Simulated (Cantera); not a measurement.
Feed: 1 mol CH3Cl, 0.82 mol H2, at 1223.15 K and 7200 Pa.

Cantera equilibrium calculation (NASA polynomials, part measured and part estimated; ideal gas, pure solids and liquids). Candidate condensed phases: C, C6H6, C7H8, C8H18; 91 gas species. Kinetics and transport are ignored.

Base state: H2 0.645, HCl 0.355, CH4 0.000398 (mole fractions); condensed: C(graphite).

Task: What changes in the equilibrium state with this change: temperature from 1223.15 K to 2400 K?

Result: 
```csv
species,before,after
H2,0.645,0.606
HCl,0.355,0.326
H,9.02e-7,0.0462
Cl,4.28e-7,0.0177
C2H2 (acetylene),1.01e-7,0.00423
C2HCl,<1e-9,2.20e-5
"C(graphite), mol",0.999,0.975
```

Task: What changes in the equilibrium state with this change: temperature from 1223.15 K to 2023.15 K?

Result: 
```csv
species,before,after
H2,0.645,0.641
HCl,0.355,0.351
H,9.02e-7,0.00567
C2H2 (acetylene),1.01e-7,0.000573
Cl,4.28e-7,0.00231
CH4,0.000398,1.18e-5
"C(graphite), mol",0.999,0.997
```
